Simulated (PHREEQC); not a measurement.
A solution holds 2.7 mol/kgw NaOH, 0.0083 mol/kgw H3BO3 and 0.84 mol/kgw LiCl, at 20 °C. Closed to the air; pH follows from the charge balance.

The numbers come from PHREEQC with the Pitzer model, pitzer.dat.

Q: The ionic strength comes out as 3.54 mol/kgw. What activity coefficients do Cl-, B(OH)4-, Li+, OH-, Na+ get?

A: Cl- 0.57, B(OH)4- 0.26, Li+ 0.65, OH- 0.58, Na+ 0.91. Single-ion values are on the MacInnes scale.

Precipitation was switched off in this run. Species that the database lacks are ignored. In brines, pH and single-ion activities rest on the MacInnes convention.
